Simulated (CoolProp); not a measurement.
Values from CoolProp's reference Helmholtz-energy equation of state, Lemmon 2013.

Task: For propylene, give the phase and the speed of sound (m/s), conductivity (mW/(m K)) at 398.7 K and 0.0935 MPa; 428.1 K and 0.0935 MPa.

Result: 
- 398.7 K and 0.0935 MPa: gas; speed of sound 295, conductivity 28.7
- 428.1 K and 0.0935 MPa: gas; speed of sound 305, conductivity 32.6

Thermal conductivity comes from a separate model (Huber 2003), an estimate that may be off by 10 % or more.
